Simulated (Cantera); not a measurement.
A perfectly stirred reactor is fed with H2 : O2 : N2 = 1 : 0.5 : 1.88 (molar parts), equivalence ratio 1.0, at 1.00 bar; it is adiabatic with a 423 K inlet, and is followed from long to short residence time, starting on the burning branch (τ in s: 0.031, 0.017, 0.0093, 0.0051, 0.0028, 0.0015, 0.00084, 0.00046, 0.00025, 0.00014, 7.6e-05, 4.2e-05, 2.3e-05).

Computed with Cantera and the H2/O2 subset of GRI-Mech 3.0, which has no nitrogen chemistry.

Question: What does this change do: pressure from 1.00 bar to 1.60 bar?

Answer: 
| quantity | before | after |
|---|---|---|
| blow-out, bracketed by the residence times tried | burning at 23.0 µs, the shortest tried | burning at 23.0 µs, the shortest tried |
| x(H2) at τ = 31.0 ms | 0.0194 | 0.0172 |
| x(O2) at τ = 31.0 ms | 0.00747 | 0.00655 |
| x(H2O2) at τ = 31.0 ms | 1.72e-7 | 2.17e-7 |
| x(H) at τ = 31.0 ms | 0.00320 | 0.00245 |
| x(OH) at τ = 31.0 ms | 0.00996 | 0.00896 |
| x(H2) at τ = 0.840 ms | 0.0359 | 0.0296 |
| x(O2) at τ = 0.840 ms | 0.0154 | 0.0122 |
| x(H2O2) at τ = 0.840 ms | 3.01e-7 | 3.42e-7 |
| x(H) at τ = 0.840 ms | 0.0142 | 0.00840 |
| x(OH) at τ = 0.840 ms | 0.0155 | 0.0137 |
